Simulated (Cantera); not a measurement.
What does this Cantera script print?

```python
import numpy as np
import cantera as ct

gas = ct.Solution("gri30.yaml")
gas.TPX = 1050, 17000, {'H2': 0.35, 'O2': 1, 'N2': 0.93}
inlet = ct.Reservoir(gas, clone=True)

reactor = ct.IdealGasConstPressureReactor(gas, energy="off", clone=False)
exhaust = ct.Reservoir(gas, clone=True)
tau = [1.9, 0.5, 0.13, 0.035, 0.0092, 0.0024, 0.00064, 0.00017][0]
for a, b in ((inlet, reactor), (reactor, exhaust)):
    ct.MassFlowController(a, b, mdot=lambda t: reactor.mass / tau)
net = ct.ReactorNet([reactor])
show = ['H2', 'O2', 'O', 'HO2', 'H', 'NO']

rows = []
print(f"{'tau/s':>10s}{'T/K':>9s}" + "".join(f"{s:>11s}" for s in show))
for tau in [1.9, 0.5, 0.13, 0.035, 0.0092, 0.0024, 0.00064, 0.00017]:
    net.initial_time = 0.0
    net.advance(30 * tau)
    before = gas.X
    net.advance(40 * tau)
    drift = np.max(np.abs(gas.X - before) / (gas.X + 1e-9))
    rows.append([gas.T, *gas[show].X, drift])
    print(f"{tau:10.3e}{gas.T:9.1f}" + "".join(f"{x:11.3e}" for x in gas[show].X))
```

It prints:

```
     tau/s      T/K         H2         O2          O        HO2          H         NO
 1.900e+00   1050.0  3.045e-04  3.920e-01  3.569e-05  7.977e-06  2.244e-06  1.677e-08
 5.000e-01   1050.0  7.169e-04  3.920e-01  8.916e-05  1.534e-05  8.532e-06  1.298e-08
 1.300e-01   1050.0  1.609e-03  3.922e-01  2.150e-04  2.649e-05  3.272e-05  1.607e-08
 3.500e-02   1050.0  3.362e-03  3.924e-01  4.832e-04  4.054e-05  1.206e-04  2.919e-08
 9.200e-03   1050.0  6.849e-03  3.929e-01  1.053e-03  5.602e-05  4.502e-04  5.958e-08
 2.400e-03   1050.0  1.364e-02  3.939e-01  2.210e-03  6.908e-05  1.651e-03  1.180e-07
 6.400e-04   1050.0  2.638e-02  3.958e-01  4.349e-03  7.521e-05  5.529e-03  2.042e-07
 1.700e-04   1050.0  5.053e-02  4.001e-01  7.491e-03  7.080e-05  1.494e-02  2.452e-07
```

Cantera simulation using GRI-Mech 3.0 (53 species, 325 reactions); the numbers are that mechanism's predictions, not measurements. The temperature is held fixed by assumption; the heat of reaction is taken as removed at once.
